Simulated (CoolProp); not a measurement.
Vapour-liquid equilibrium of R134a (1) + R236FA (2) at 0.0629 MPa; x and y are mole fractions of (1).

The numbers come from the multi-fluid Helmholtz-energy mixture model, Tillner-Roth 1994 and Pan 2012; pair parameters Bell 2016 in CoolProp.

Task: Give the bubble temperature and the first vapour's composition at x = 0.05, 0.55, 0.65. Is there an azeotrope?

Result: x = 0.05: 258.8 K, y = 0.128; x = 0.55: 245.0 K, y = 0.790; x = 0.65: 243.0 K, y = 0.853. No azeotrope shows between x = 0.05 and 0.95.

Pair parameters are fitted to limited data, so mixtures are less certain than the pure fluids.
